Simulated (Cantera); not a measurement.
Feed: 1 mol S, 3.6 mol H2O, 2.1 mol O2, equilibrated at 2748 K and 0.100 bar.

These are equilibrium values from Cantera (NASA tables, ideal gas, pure condensed phases), not measurements of a reactor. Candidate condensed phases: H2O, H2SO4, S; 19 gas species. Equilibrium is a limit: real reactors are often held back by kinetics, nucleation or transport.

Base state: H2O 0.415, O2 0.167, SO2 0.131, OH 0.100, H2 0.0571, O 0.0569, H 0.0513, SO 0.0208 (mole fractions); condensed: gas only.

Question: What changes in the equilibrium state with this change: temperature from 2748 K to 2498.15 K?

Answer: 
| species | before | after |
|---|---|---|
| H2O | 0.415 | 0.542 |
| O2 | 0.167 | 0.178 |
| SO2 | 0.131 | 0.160 |
| OH | 0.100 | 0.0572 |
| H | 0.0513 | 0.0122 |
| SO | 0.0208 | 0.00661 |
| O | 0.0569 | 0.0192 |
| H2 | 0.0571 | 0.0240 |
| S | 0.000757 | 6.88e-5 |
| SH | 0.000120 | 1.34e-5 |
| SO3 | 2.10e-5 | 3.96e-5 |
| HO2 | 2.49e-5 | 1.65e-5 |
